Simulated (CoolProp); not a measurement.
Carbon monoxide at 298.15 K and 0.933 MPa is compressed adiabatically to 2.64 MPa with isentropic efficiency 0.6. Each further row changes one setting.

The numbers come from the reference Helmholtz-energy equation of state, Lemmon 2006 in CoolProp. It is a short technical equation, of lower accuracy than the large ones.

| case | work (kJ/kg) | final temperature (K) | final density (kg/m³) |
|---|---|---|---|
| as stated | 179 | … | … |
| efficiency 1 | … | 401.9 | … |
| efficiency 0.65 | … | 455.9 | 19.3 |

Problem. Complete the blanks.

Solution. 
- as stated, final temperature (K): 468.7
- as stated, final density (kg/m³): 18.8
- efficiency 1, work (kJ/kg): 107
- efficiency 1, final density (kg/m³): 22.0
- efficiency 0.65, work (kJ/kg): 165
